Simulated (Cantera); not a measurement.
A perfectly stirred reactor is fed with CH₄ : O₂ : N₂ = 1 : 1.33 : 5.01 (molar parts), at 5180 Torr; it is adiabatic with a 823 K inlet, and is followed from long to short residence time, starting on the burning branch (τ in s: 0.12, 0.053, 0.024, 0.011, 0.0051, 0.0024, 0.0011, 0.0005, 0.00023, 0.0001, 4.8e-05, 2.2e-05, 1e-05).

Computed with Cantera and GRI-Mech 3.0 (53 species, 325 reactions).

### Question
What does this change do: O2 1.33 to 1.8 parts?

### Answer
```tsv
quantity	before	after
blow-out, bracketed by the residence times tried	burning at 48.0 µs, out at 22.0 µs	burning at 10.0 µs, the shortest tried
x(CH₄) at τ = 0.120 s	3.12e-5	1.32e-7
x(O₂) at τ = 0.120 s	1.29e-5	0.00491
x(NO) at τ = 0.120 s	9.22e-5	0.00453
x(NO₂) at τ = 0.120 s	1.02e-9	1.29e-6
x(C₂H₆) at τ = 0.120 s	2.34e-10	<1e-12
x(CH₄) at τ = 1.10 ms	0.00133	1.31e-5
x(O₂) at τ = 1.10 ms	0.000804	0.00588
x(NO) at τ = 1.10 ms	0.000213	0.00309
x(NO₂) at τ = 1.10 ms	4.24e-9	9.40e-7
x(C₂H₆) at τ = 1.10 ms	6.59e-7	2.28e-11
```

### Question
What does this change do: inlet temperature 823 to 473 K?

### Answer
```tsv
quantity	before	after
blow-out, bracketed by the residence times tried	burning at 48.0 µs, out at 22.0 µs	burning at 0.500 ms, out at 0.230 ms
x(CH₄) at τ = 0.120 s	3.12e-5	0.000814
x(O₂) at τ = 0.120 s	1.29e-5	5.58e-5
x(NO) at τ = 0.120 s	9.22e-5	2.65e-5
x(NO₂) at τ = 0.120 s	1.02e-9	1.19e-10
x(C₂H₆) at τ = 0.120 s	2.34e-10	1.09e-7
x(CH₄) at τ = 1.10 ms	0.00133	0.00729
x(O₂) at τ = 1.10 ms	0.000804	0.00376
x(NO) at τ = 1.10 ms	0.000213	1.02e-5
x(NO₂) at τ = 1.10 ms	4.24e-9	1.15e-9
x(C₂H₆) at τ = 1.10 ms	6.59e-7	2.52e-5
```
